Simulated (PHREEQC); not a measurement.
0.079 g of hydrous ferric oxide (600 m²/g; 0.2 weak and 0.005 strong sites per Fe, Dzombak-Morel constants, diffuse double layer) in 1 kg of water with 0.1 mol/kgw of an inert sodium salt, at 25 °C; the pH is set by adding NaOH or the inert anion's acid. O2 is buffered at 0.21 atm. CO2 from the air is kept out. Precipitation was switched off in this run.

Computed with PHREEQC (ion-association model, wateq4f.dat).

| pH | surface charge σ (C/m²) | surface potential ψ (mV) |
|---|---|---|
| 3 | 0.363 | 153 |
| 3.5 | 0.350 | 151 |
| 4 | … | 147 |
| 5 | 0.215 | 126 |
| 5.5 | 0.159 | 111 |
| 6 | … | 93 |
| 6.5 | 0.074 | 74 |
| 7.5 | 0.022 | … |
| 8 | 0.004 | 5 |
| 8.5 | -0.014 | -19 |
| 9 | -0.034 | -42 |
| 10 | -0.094 | -85 |
| 10.5 | … | -104 |
| 11 | -0.190 | -120 |

Question: Some entries are withheld; supply them.

Answer: 
- 4, surface charge σ (C/m²): 0.321
- 6, surface charge σ (C/m²): 0.111
- 7.5, surface potential ψ (mV): 29
- 10.5, surface charge σ (C/m²): -0.137

Complexes and solids missing from the database can't appear. The oxide is taken as insoluble; below pH 4 it would dissolve.
